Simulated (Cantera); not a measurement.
## Carbon deposition, reforming and gasification: CO + CO2 + H2

Feed: 1 mol CO, a varied amount of CO2, 9.7 mol H2, at 2250 K and 0.0100 bar.

These are equilibrium values from Cantera (NASA tables, ideal gas, pure condensed phases), not measurements of a reactor. Candidate condensed phases: C, C6H6, C7H8, C8H18, H2O; 110 gas species. Kinetics and transport are ignored.

| n(CO2) (mol) | x H2 | x CO | x H2O | x H |
|---|---|---|---|---|
| 0.047 | 0.834 | 0.0940 | 0.00409 | 0.0678 |
| 0.26 | 0.800 | 0.111 | 0.0221 | 0.0664 |
| 0.48 | 0.767 | 0.127 | 0.0398 | 0.0650 |
| 0.69 | 0.736 | 0.142 | 0.0559 | 0.0637 |
| 0.9 | 0.707 | 0.156 | 0.0712 | 0.0624 |
| 1.1 | 0.680 | 0.169 | 0.0852 | 0.0612 |
| 1.3 | 0.654 | 0.181 | 0.0985 | 0.0601 |
x: gas mole fraction; nothing condenses.

From 0.047 mol CO2 to 1.3 mol CO2 nothing is condensed. The main C-bearing gas is CO throughout.
